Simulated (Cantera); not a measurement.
Cantera with NASA thermochemical tables; ideal gases at 1 bar, condensed phases pure. Values are per mole of reaction as written; species without (g) are pure solids or liquids, kept so even where they would boil at 1 bar. TaC: taken at fixed stoichiometry.

2 Ta + C₂H₅OH(g) + 5 O(g) = 3 H₂O₂(g) + 2 TaC

```json
[
 {"T (K)": "300", "ΔH° (kJ)": "[?]", "ΔS° (J/K)": "[?]", "ΔG° (kJ)": "[?]", "log10 K": "[?]"},
 {"T (K)": "2423", "ΔH° (kJ)": "-1730.0", "ΔS° (J/K)": "-407.9", "ΔG° (kJ)": "-741.6", "log10 K": "15.99"},
 {"T (K)": "2498", "ΔH° (kJ)": "[?]", "ΔS° (J/K)": "[?]", "ΔG° (kJ)": "[?]", "log10 K": "[?]"},
 {"T (K)": "2573", "ΔH° (kJ)": "[?]", "ΔS° (J/K)": "[?]", "ΔG° (kJ)": "[?]", "log10 K": "[?]"},
 {"T (K)": "2648", "ΔH° (kJ)": "-1730.4", "ΔS° (J/K)": "-408.1", "ΔG° (kJ)": "-649.8", "log10 K": "12.82"},
 {"T (K)": "2723", "ΔH° (kJ)": "[?]", "ΔS° (J/K)": "[?]", "ΔG° (kJ)": "[?]", "log10 K": "[?]"},
 {"T (K)": "2798", "ΔH° (kJ)": "-1730.7", "ΔS° (J/K)": "-408.2", "ΔG° (kJ)": "-588.6", "log10 K": "10.99"}
]
```

**Question.** Fill in the missing entries.

**Answer.** 
- 300, ΔH° (kJ): -1708.1
- 300, ΔS° (J/K): -380.6
- 300, ΔG° (kJ): -1593.9
- 300, log10 K: 277.51
- 2498, ΔH° (kJ): -1730.1
- 2498, ΔS° (J/K): -408.0
- 2498, ΔG° (kJ): -711.0
- 2498, log10 K: 14.87
- 2573, ΔH° (kJ): -1730.3
- 2573, ΔS° (J/K): -408.0
- 2573, ΔG° (kJ): -680.4
- 2573, log10 K: 13.81
- 2723, ΔH° (kJ): -1730.5
- 2723, ΔS° (J/K): -408.1
- 2723, ΔG° (kJ): -619.2
- 2723, log10 K: 11.88
